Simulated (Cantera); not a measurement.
Catalytic combustion on Pt

An isothermal plug-flow reactor at 975 K and 1.01 bar (inlet), inlet velocity 4.1 m/s, active area per volume 600 1/m; feed 0.471 % CH4, 4.11 % O2, 95.4 % N2.

Cantera simulation using Deutschmann's 1995 Pt surface mechanism with GRI-Mech 3.0 gas chemistry; the numbers are that mechanism's predictions, not measurements. Catalytic surfaces can have several steady states; this one follows from the mechanism file's or the stated starting coverage. Mass transfer to the wall is taken as infinitely fast.

| z (m) | x CH4 | x O2 | x H2O | x CO2 | x CO | θ free Pt | θ O* | θ OH* |
|---|---|---|---|---|---|---|---|---|
| 0.00069 | 0.00467 | 0.0410 | 8.10e-5 | 3.86e-5 | 1.86e-6 | 0.218 | 0.782 | 0.000236 |
| 0.0012 | 0.00464 | 0.0409 | 0.000140 | 6.80e-5 | 2.17e-6 | 0.218 | 0.782 | 0.000283 |
| 0.0022 | 0.00458 | 0.0408 | 0.000256 | 0.000126 | 2.27e-6 | 0.218 | 0.782 | 0.000358 |
| 0.0039 | 0.00449 | 0.0406 | 0.000449 | 0.000222 | 2.24e-6 | 0.218 | 0.781 | 0.000457 |
| 0.0069 | 0.00432 | 0.0403 | 0.000782 | 0.000389 | 2.16e-6 | 0.218 | 0.781 | 0.000590 |
| 0.012 | 0.00405 | 0.0397 | 0.00132 | 0.000658 | 2.03e-6 | 0.219 | 0.780 | 0.000757 |
| 0.022 | 0.00357 | 0.0388 | 0.00229 | 0.00114 | 1.79e-6 | 0.220 | 0.779 | 0.000990 |
| 0.039 | 0.00286 | 0.0374 | 0.00369 | 0.00184 | 1.44e-6 | 0.221 | 0.778 | 0.00126 |
| 0.069 | 0.00193 | 0.0355 | 0.00556 | 0.00278 | 9.79e-7 | 0.223 | 0.775 | 0.00154 |
x: gas mole fraction; θ: surface coverage.
